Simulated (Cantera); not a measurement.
Feed: 1 mol CaF₂, 0.019 mol HF, a varied amount of H₂, held at 80.0 mbar.

Method: chemical equilibrium by Gibbs-energy minimisation in Cantera with the NASA 1993 tables (ideal gas, pure condensed phases). Candidate condensed phases: Ca, CaF₂; 15 gas species. Kinetics and transport are ignored.

**Question.** What condenses at these points (T in °C, n(H₂) in mol): (1125, 12); (1725, 120); (825, 170); (1625, 120); (925, 12)?

**Answer.** 
```tsv
T (°C)	n(H₂) in mol	condensed phases	Ca condensed (%)
1125	12	CaF₂	100.0
1725	120	gas only	0.0
825	170	CaF₂	100.0
1625	120	gas only	0.0
925	12	CaF₂	100.0
```
